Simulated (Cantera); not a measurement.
## Abatement and gas-phase synthesis: HI + O2

A closed system holds: 1 mol HI, 0.6 mol O2, at 2302 °C and 7.50 Torr.

Cantera equilibrium calculation (NASA polynomials, part measured and part estimated; ideal gas, pure solids and liquids). Candidate condensed phases: H2O, I2; 12 gas species. Kinetics and transport are ignored.

The x(I) comes out as 0.476, the x(O2) is 0.144 and the x(H2O) is 0.144. The x(O) is 0.0787. The x(OH) is 0.0626 and the x(H) comes out as 0.0620. The x(H2) comes out as 0.0320 and the x(HI) comes out as 0.00161. The x(I2) is 7.95e-6 and the gas amount is 2.095 mol. The log10 activity of I2(l) (absent) is -9.08.
